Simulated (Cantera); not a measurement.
Silicon nitride deposition: SiF₄ + NH₃

Input: 1 mol SiF₄, 17 mol NH₃, at 0.140 bar.

Equilibrium computed with Cantera from the NASA thermochemical tables; the gas is ideal and each condensed phase is pure. Candidate condensed phases: Si, Si₃N₄; 37 gas species. The tables' values for SiF₃, SiF₂ are old estimates; treat these amounts as uncertain. Rates play no part.

From 1173 K to 1523 K the condensed part is Si₃N₄(s). At 1573 K nothing is condensed. The main Si-bearing gas is SiF₄ throughout.

```csv
T (K),log p H₂,log p N₂,log p SiF₄,log p HF,log p SiF₃,log p SiHF₃,n Si₃N₄(s)
1173,-0.99,-1.47,-2.41,-3.70,-5.13,-4.32,0.00300
1223,-0.99,-1.47,-2.41,-3.58,-4.80,-4.20,0.00381
1273,-0.99,-1.47,-2.42,-3.47,-4.49,-4.09,0.00466
1323,-0.99,-1.47,-2.42,-3.37,-4.21,-3.99,0.00541
1373,-0.99,-1.47,-2.43,-3.27,-3.95,-3.90,0.00591
1423,-0.99,-1.47,-2.45,-3.19,-3.72,-3.81,0.00587
1473,-0.99,-1.47,-2.47,-3.11,-3.50,-3.74,0.00489
1523,-0.99,-1.47,-2.49,-3.04,-3.31,-3.68,0.00242
1573,-1.00,-1.47,-2.53,-2.96,-3.15,-3.66,0
```
log p: log10 of the partial pressure in bar; n: condensed amount in mol.
